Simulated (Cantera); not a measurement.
Predominance diagram of Cr at 1177 °C against the partial pressures of O2 and N2 (log10, bar). Source: NASA polynomial tables (part measured, part estimated), evaluated in Cantera. Candidates: Cr(s), CrN(s), Cr2N(s), Cr2O3(s). Only these pure phases compete in this equilibrium. 

Problem. Which phase is stable at these pairs, and which metal-bearing vapour leads over it? (-2.8, -10.2); (0, -2.8); (-5.6, -8.4); (-9.8, -6.5); (-22.4, -2.8); (-22.4, -11.1); (-16.8, -7.4)

Solution. 
```json
[
 {"log p(O2)": "-2.8", "log p(N2)": "-10.2", "phase": "Cr2O3(s)", "chief vapour": "CrO3", "log p (bar)": "-8.8"},
 {"log p(O2)": "0", "log p(N2)": "-2.8", "phase": "Cr2O3(s)", "chief vapour": "CrO3", "log p (bar)": "-6.7"},
 {"log p(O2)": "-5.6", "log p(N2)": "-8.4", "phase": "Cr2O3(s)", "chief vapour": "CrO2", "log p (bar)": "-10.6"},
 {"log p(O2)": "-9.8", "log p(N2)": "-6.5", "phase": "Cr2O3(s)", "chief vapour": "CrO2", "log p (bar)": "-11.6"},
 {"log p(O2)": "-22.4", "log p(N2)": "-2.8", "phase": "Cr(s)", "chief vapour": "Cr", "log p (bar)": "-6.7"},
 {"log p(O2)": "-22.4", "log p(N2)": "-11.1", "phase": "Cr(s)", "chief vapour": "Cr", "log p (bar)": "-6.7"},
 {"log p(O2)": "-16.8", "log p(N2)": "-7.4", "phase": "Cr2O3(s)", "chief vapour": "Cr", "log p (bar)": "-7.7"}
]
```
